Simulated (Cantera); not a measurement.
A closed system holds: 1 mol Si₂Cl₆, 55 mol N₂, 78 mol H₂, equilibrated at 2073.15 K and 0.340 bar.

Cantera equilibrium calculation (NASA polynomials, part measured and part estimated; ideal gas, pure solids and liquids). Candidate condensed phases: NH₄Cl, Si, Si₃N₄; 28 gas species. The feed counts by its element totals alone. The tables' values for SiCl, SiN, SiCl₃ are old estimates; treat these amounts as uncertain. Gases not in the tables: Si₂H₆ and higher silanes. The numbers say what is thermodynamically allowed, not how fast it happens.

Base state: H₂ 0.553, N₂ 0.404, HCl 0.0343, SiCl₂ 0.00468, H 0.00336, Si 0.000294, SiCl 0.000167, Cl 0.000154 (mole fractions); condensed: Si(l).

Task: What changes in the equilibrium state with this change: pressure from 0.340 bar to 0.760 bar?

Result: 
```tsv
species	before	after
H₂	0.553	0.554
N₂	0.404	0.404
HCl	0.0343	0.0343
H	0.00336	0.00225
SiCl₂	0.00468	0.00469
Si	0.000294	0.000131
SiCl₃	2.25e-5	3.38e-5
SiN	2.39e-5	1.60e-5
Si₂N	2.94e-5	1.97e-5
Si(l), mol	1.26	1.30
```
The tables' values for SiCl, SiCl₃, SiN are old estimates; treat these amounts as uncertain.
